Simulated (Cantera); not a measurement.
A closed system holds: 1 mol Si, 4.6 mol HCl, 1.9 mol H2, at 1023 K and 21.0 bar.

Cantera equilibrium calculation (NASA polynomials, part measured and part estimated; ideal gas, pure solids and liquids). Candidate condensed phases: Si; 19 gas species. The tables' values for SiCl3 are old estimates; treat these amounts as uncertain. Kinetics and transport are ignored.

Base state: H2 0.700, SiCl4 0.173, HCl 0.118, SiHCl3 0.00869, SiCl3 5.27e-5, SiH2Cl2 4.84e-5 (mole fractions); condensed: gas only.

Task: What changes in the equilibrium state with this change: HCl from 4.6 to 1.2 mol?

Result: 
```json
[
 {"species": "H2", "before": "0.700", "after": "0.864"},
 {"species": "SiHCl3", "before": "0.00869", "after": "0.0691"},
 {"species": "SiCl4", "before": "0.173", "after": "0.0507"},
 {"species": "HCl", "before": "0.118", "after": "0.00536"},
 {"species": "SiH2Cl2", "before": "4.84e-5", "after": "0.0104"},
 {"species": "SiH3Cl", "before": "6.93e-8", "after": "0.000406"},
 {"species": "SiCl2", "before": "3.38e-7", "after": "5.92e-5"},
 {"species": "SiCl3", "before": "5.27e-5", "after": "0.000377"},
 {"species": "Si(s), mol", "before": "0", "after": "0.641"}
]
```

Task: What changes in the equilibrium state with this change: HCl from 4.6 to 1.3 mol?

Result: 
```
species      before     after
----------  -------  --------
H2            0.700     0.856
SiHCl3      0.00869    0.0723
SiCl4         0.173    0.0542
HCl           0.118   0.00543
SiH2Cl2     4.84e-5    0.0107
SiH3Cl      6.93e-8  0.000407
SiCl2       3.38e-7   6.12e-5
SiCl3       5.27e-5  0.000396
Si(s), mol        0     0.612
```

Task: What changes in the equilibrium state with this change: HCl from 4.6 to 3.5 mol?

Result: 
| species | before | after |
|---|---|---|
| H2 | 0.700 | 0.765 |
| SiCl4 | 0.173 | 0.116 |
| SiHCl3 | 0.00869 | 0.100 |
| HCl | 0.118 | 0.00750 |
| SiH3Cl | 6.93e-8 | 0.000237 |
| SiH2Cl2 | 4.84e-5 | 0.00961 |
| SiCl2 | 3.38e-7 | 6.15e-5 |
| SiCl3 | 5.27e-5 | 0.000582 |
